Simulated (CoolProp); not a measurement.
Computed with CoolProp (reference Helmholtz-energy equation of state, Lemmon 2005). It is a short technical equation, of lower accuracy than the large ones.

Q: For cis-2-butene, give the phase and the Z, Joule-Thomson coefficient (K/MPa), isothermal compressibility (1/MPa) at 144.9 K and 9.1 MPa.

A: 
- 144.9 K and 9.1 MPa: liquid; Z 0.541, Joule-Thomson coefficient -0.516, isothermal compressibility 0.000510
